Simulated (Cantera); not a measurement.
A closed system holds: 1 mol BCl3, 1.7 mol H2O, 1.7 mol N2, at 677 °C and 9800 Pa.

Cantera equilibrium calculation (NASA polynomials, part measured and part estimated; ideal gas, pure solids and liquids). Candidate condensed phases: B, BN, B2O3, B3O3H3, H2O, NH4Cl; 49 gas species. Gases not in the tables: H3BO3. The numbers say what is thermodynamically allowed, not how fast it happens.

Base state: HCl 0.612, N2 0.347, H2O 0.0407, (HBO2)3 9.31e-5 (mole fractions); condensed: B2O3(l).

Q: What changes in the equilibrium state with this change: BCl3 replaced by borazine?

A: 
```csv
species,before,after
H2,2.02e-6,0.673
N2,0.347,0.325
H2O,0.0407,0.00210
HCl,0.612,0
(HBO2)3,9.31e-5,1.09e-6
NH3,<1e-9,2.54e-5
"B2O3(l), mol",0.499,0.562
"BN(s), mol",0,1.88
```
The feed counts by its element totals alone.
